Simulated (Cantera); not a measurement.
A closed system holds: 1 mol Si, 6.4 mol Cl₂, 6.6 mol H₂, at 725 K and 1000 Pa.

Equilibrium computed with Cantera from the NASA thermochemical tables; the gas is ideal and each condensed phase is pure. Candidate condensed phases: Si; 19 gas species. The numbers say what is thermodynamically allowed, not how fast it happens.

Base state: HCl 0.733, H₂ 0.183, SiCl₄ 0.0833 (mole fractions); condensed: gas only.

Question: What changes in the equilibrium state with this change: H₂ from 6.6 to 0.28 mol?

Answer: 
```tsv
species	before	after
Cl₂	<1e-9	0.725
SiCl₄	0.0833	0.176
HCl	0.733	0.0986
H₂	0.183	<1e-9
Cl	<1e-9	1.17e-5
```

Question: What changes in the equilibrium state with this change: Cl₂ from 6.4 to 0.93 mol?

Answer: 
```csv
species,before,after
H₂,0.183,0.930
SiCl₄,0.0833,0.0559
SiHCl₃,6.43e-6,0.0129
HCl,0.733,0.00125
SiH₂Cl₂,<1e-9,0.000206
SiCl₃,1.95e-8,1.74e-5
"Si(s), mol",0,0.514
```
The tables' values for SiCl₃ are old estimates; treat these amounts as uncertain.

Question: What changes in the equilibrium state with this change: H₂ from 6.6 to 0.4 mol?

Answer: 
```
species  before    after
-------  ------  -------
Cl₂       <1e-9    0.690
SiCl₄    0.0833    0.172
HCl       0.733    0.138
H₂        0.183    <1e-9
Cl        <1e-9  1.14e-5
```
